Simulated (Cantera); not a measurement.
Input (Python, Cantera) and output of one run.

```python
import numpy as np
import cantera as ct

gas_names = """
    C CN CO CO2 C2 CCN CNC C2N2 C2O C3 C3O2 C4 C4N2 C5 N NCO NO NO2 NO3 N2 N2O O O2 O3 Si SiC SiC2 SiN
    SiO SiO2 Si2 Si2C Si2N Si3
""".split()
cond_names = """
    C(gr) Si(cr) Si(L) SiC(b) SiO2(Lqz) SiO2(hqz) SiO2(L) Si2N2O(s) Si3N4(a)
""".split()


def load(file, names, dense=False):
    # The tables refer to 1 bar. Condensed volumes are neglected.
    table = {s.name: s for s in ct.Species.list_from_file(file)}
    out = []
    for n in names:
        d = dict(table[n].input_data)
        d["thermo"] = dict(d["thermo"], **{"reference-pressure": 1e5})
        if dense:
            d["equation-of-state"] = {"model": "constant-volume", "density": "1e6 g/cm^3"}
        out.append(ct.Species.from_dict(d))
    return out


gas = ct.Solution(thermo="ideal-gas", species=load("nasa_gas.yaml", gas_names))
cond = {s.name: ct.Solution(thermo="fixed-stoichiometry", species=[s], name=s.name)
        for s in load("nasa_condensed.yaml", cond_names, dense=True)}
atoms = {
    'SiC': {'Si': 1, 'C': 1},
    'O2': {'O': 2},
    'N2': {'N': 2},
}
top_T = {'C(gr)': 4500, 'SiC(b)': 3050, 'Si2N2O(s)': 2100, 'Si3N4(a)': 2400}  # K; cautious upper limits of use, not melting points


def equilibrate(T, P, feed):
    n = {}
    for name, mol in feed.items():
        for a, k in atoms[name].items():
            n[a] = n.get(a, 0.0) + k * mol
    gas.TPX = T, P, n
    mass = sum(n.values()) * gas.mean_molecular_weight
    gas.equilibrate("TP")
    valid = [c for c in cond.values() if c.min_temp <= T <= top_T.get(c.name, c.max_temp)]
    mix = ct.Mixture([(gas, mass / gas.mean_molecular_weight)] + [(c, 0.0) for c in valid])
    mix.T, mix.P = T, P
    mix.equilibrate("TP", solver="vcs", rtol=1e-11, max_steps=5000)
    return mix


results = []
T = 900  # K
P = 6.1  # Pa
for m in [0.1, 0.13, 0.17, 0.22, 0.28, 0.36, 0.46, 0.59, 0.75, 0.97, 1.2, 1.6, 2]:
    feed = {'SiC': 1, 'O2': m, 'N2': 1.2}  # mol
    mix = equilibrate(T, P, feed)
    results.append((T, P, feed, dict(zip(mix.species_names, mix.species_moles))))

top = {s: max(r[3][s] / sum(r[3][g] for g in gas_names) for r in results) for s in gas_names}
cols = sorted((s for s in top if top[s] > 0.0001), key=lambda s: -top[s])[:9]
seen = [c for c in cond_names if any(r[3].get(c, 0) > 1e-12 for r in results)]
print("log10 of partial pressures in bar; condensed amounts in mol")
print(f"{'n(O2)':>10s}" + "".join(f"{s[:9]:>10s}" for s in cols + seen))
for T, P, feed, n in results:
    ng = sum(n[g] for g in gas_names)
    print(f"{feed['O2']:10.4g}" + "".join(f"{np.log10(max(n[s] / ng * P / 1e5, 1e-99)):10.3f}" for s in cols)
          + "".join(f"{n.get(c, 0):10.4g}" for c in seen))
```

Result:

```
log10 of partial pressures in bar; condensed amounts in mol
     n(O2)        N2       CO2        CO     C(gr) SiO2(hqz) Si2N2O(s)  Si3N4(a)
       0.1    -4.215   -25.490   -13.118         1         0       0.2       0.2
      0.13    -4.215   -25.490   -13.118         1         0      0.26      0.16
      0.17    -4.215   -25.490   -13.118         1         0      0.34    0.1067
      0.22    -4.215   -25.490   -13.118         1         0      0.44      0.04
      0.28    -4.225   -10.981    -5.864    0.9836   0.02907    0.4855         0
      0.36    -4.225   -10.981    -5.864    0.9824    0.1349    0.4325         0
      0.46    -4.225   -10.981    -5.864    0.9809    0.2673    0.3664         0
      0.59    -4.225   -10.981    -5.864    0.9789    0.4393    0.2804         0
      0.75    -4.225   -10.981    -5.864    0.9765     0.651    0.1745         0
      0.97    -4.225   -10.981    -5.864    0.9731    0.9421   0.02895         0
       1.2    -4.340    -8.887    -4.817       0.6         1         0         0
       1.6    -4.478    -5.256    -4.654         0         1         0         0
         2    -4.478    -4.557   -10.839         0         1         0         0
```

These are equilibrium values from Cantera (NASA tables, ideal gas, pure condensed phases), not measurements of a reactor. N2 is the only nitrogen source here; it is nearly inert below about 1500 K, so the nitride shown seldom forms there in practice.
